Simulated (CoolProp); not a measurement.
A closed Brayton cycle with nitrogen: compressor inlet 306.15 K and 4.5 MPa, high pressure 10.5 MPa, turbine inlet 945 K, compressor efficiency 0.85, turbine efficiency 0.85, recuperator effectiveness 0.8 (on enthalpy, no pinch check). Each further row changes one setting.

Model: reference Helmholtz-energy equation of state, Span 2000, in CoolProp.

```json
[
 {"case": "as stated", "thermal efficiency (%)": "29.9", "net work (kJ/kg)": "81.7", "compressor to turbine work": "0.56", "compressor exit (K)": "406.0", "turbine exit (K)": "785.7"},
 {"case": "turbine inlet 895 K", "thermal efficiency (%)": "28.3", "net work (kJ/kg)": "71.8", "compressor to turbine work": "0.59", "compressor exit (K)": "406.0", "turbine exit (K)": "___"},
 {"case": "compressor inlet 316.15 K", "thermal efficiency (%)": "28.9", "net work (kJ/kg)": "___", "compressor to turbine work": "___", "compressor exit (K)": "___", "turbine exit (K)": "785.7"},
 {"case": "high pressure 8.92 MPa", "thermal efficiency (%)": "28.3", "net work (kJ/kg)": "71.2", "compressor to turbine work": "___", "compressor exit (K)": "384.9", "turbine exit (K)": "814.0"},
 {"case": "recuperator effectiveness 0.5", "thermal efficiency (%)": "20.5", "net work (kJ/kg)": "81.7", "compressor to turbine work": "0.56", "compressor exit (K)": "406.0", "turbine exit (K)": "785.7"}
]
```

Some entries are withheld; supply them.


- turbine inlet 895 K, turbine exit (K): 742.7
- compressor inlet 316.15 K, net work (kJ/kg): 78.1
- compressor inlet 316.15 K, compressor to turbine work: 0.58
- compressor inlet 316.15 K, compressor exit (K): 419.2
- high pressure 8.92 MPa, compressor to turbine work: 0.54
